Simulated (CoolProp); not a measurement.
n-perfluoropentane along the isobar 2.81 MPa: density (kg/m³) from the reference equation and from simpler models built on Tc = 421.0 K, pc = 2.063 MPa, ω = 0.436; each cubic takes its own stable root.

Model: reference Helmholtz-energy equation of state, Gao 2022, in CoolProp.

```tsv
T (K)	phase	reference	Redlich-Kwong	Soave-Redlich-Kwong	Peng-Robinson
317.3	liquid	1558	1370	1457	1645
333.9	liquid	1500	1311	1396	1578
350.5	liquid	1437	1246	1327	1500
367.1	liquid	1367	1175	1249	1410
383.7	liquid	1287	1094	1156	1304
400.3	liquid	1190	999.1	1043	1172
416.9	liquid	1058	882.4	894.5	995.1
433.6	supercritical	797.6	718.5	657.2	711.7
450.2	supercritical	434.9	491.2	411.1	436.0
466.8	supercritical	338.6	372.7	326.8	344.1
483.4	supercritical	292.0	317.6	283.4	296.9
500	supercritical	262.1	283.2	255.0	266.1
```
